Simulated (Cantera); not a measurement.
What does this Cantera script print?

```python
import numpy as np
import cantera as ct

gas = ct.Solution("gri30.yaml")


def delay(T, t_max=10):
    gas.TPX = T, 100000, {'CH4': 1, 'O2': 4, 'N2': 15, 'H2O': 0.85}
    reactor = ct.IdealGasConstPressureReactor(gas, clone=False)
    net = ct.ReactorNet([reactor])
    net.rtol, net.atol = 1e-8, 1e-16
    while net.time < t_max:
        t_old, T_old = net.time, reactor.T
        net.step()
        if reactor.T > T + 400:  # ignition: a rise of 400 K
            return t_old + (T + 400 - T_old) / (reactor.T - T_old) * (net.time - t_old)
    return np.nan


taus = []
for T in [1048, 1148, 1248, 1348, 1448, 1548, 1648, 1748, 1848]:
    taus.append(delay(T))
    print(f"T0 = {T:6g} K   tau = {taus[-1]:.4e} s")
```

It prints:

```
T0 =   1048 K   tau = 3.5349e-01 s
T0 =   1148 K   tau = 7.3637e-02 s
T0 =   1248 K   tau = 1.7890e-02 s
T0 =   1348 K   tau = 5.0369e-03 s
T0 =   1448 K   tau = 1.6537e-03 s
T0 =   1548 K   tau = 6.3938e-04 s
T0 =   1648 K   tau = 2.8730e-04 s
T0 =   1748 K   tau = 1.4541e-04 s
T0 =   1848 K   tau = 8.0707e-05 s
```

Detailed kinetics in Cantera: GRI-Mech 3.0 (53 species, 325 reactions).
